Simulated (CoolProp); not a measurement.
Properties of trans-2-butene along the isobar 130 bar.

The numbers come from the reference Helmholtz-energy equation of state, Lemmon 2005 in CoolProp. It is a short technical equation, of lower accuracy than the large ones.

```
T (K)   phase  density (kg/m³)  cv (kJ/(kg K))  speed of sound (m/s)  expansivity (1/kK)  fugacity coefficient
-----  ------  ---------------  --------------  --------------------  ------------------  --------------------
283.9  liquid            631.6           1.574                  1116               1.585               0.01734
292.4  liquid            623.0           1.598                  1077               1.626               0.02271
300.8  liquid            614.5           1.622                  1039               1.671               0.02910
309.3  liquid            605.7           1.647                  1000               1.720               0.03675
317.7  liquid            596.8           1.672                 962.8               1.774               0.04557
326.2  liquid            587.8           1.698                 925.5               1.833               0.05584
334.7  liquid            578.5           1.725                 888.7               1.899               0.06749
343.1  liquid            569.2           1.752                 852.8               1.971               0.08041
351.6  liquid            559.6           1.779                 816.9               2.051               0.09492
360    liquid            549.8           1.806                 781.9               2.138                0.1107
368.5  liquid            539.7           1.834                 746.9               2.236                0.1280
377    liquid            529.3           1.862                 712.5               2.346                0.1467
385.4  liquid            518.7           1.889                 678.9               2.466                0.1664
393.9  liquid            507.6           1.918                 645.4               2.602                0.1876
402.3  liquid            496.4           1.946                 612.9               2.752                0.2096
```
